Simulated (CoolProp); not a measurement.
Vapour-liquid equilibrium of m-xylene (1) + n-undecane (2) at 0.684 bar; x and y are mole fractions of (1).

Model: multi-fluid Helmholtz-energy mixture model, Zhou 2012 and Aleksandrov 2011; pair parameters Bell 2016, in CoolProp.

```csv
x,"bubble temperature, mixture model (K)","bubble temperature, Raoult's law (K)","y, mixture model","y, Raoult's law"
0.05,448.7,448.2,0.161,0.178
0.2,436.2,434.9,0.496,0.525
0.35,426.1,424.7,0.696,0.717
0.5,417.8,416.6,0.820,0.832
0.65,410.8,410.0,0.901,0.906
0.8,404.8,404.4,0.955,0.956
0.95,399.7,399.6,0.991,0.991
```

The largest gap from Raoult's law is +1.4 K in bubble temperature, at x = 0.35. No azeotrope shows between x = 0.05 and 0.95.

Pair parameters are fitted to limited data, so mixtures are less certain than the pure fluids.
